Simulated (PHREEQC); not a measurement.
**Ultrapure water in contact with air or piping: speciation**

A made-up water analysis in mg/L, 25 °C, pH 6.37, pe 10.5:

```csv
constituent,mg/L
Na,0.0363
K,0.00768
Ca,0.0246
Mg,0.0152
Cl,0.0226
S(6) as SO4,0.0817
Alkalinity as HCO3,0.119
Li,5.51e-05
```

Valence states are taken as typed.

All values are PHREEQC results (ion-association model, phreeqc.dat), not measurements.

No solid was allowed to form.

Task: What charge-balance error does the model give?

Result: charge-balance error -0.3 %.

Task: In which forms is C present?

Result: HCO3- 51 %, CO2 49 % of the C.
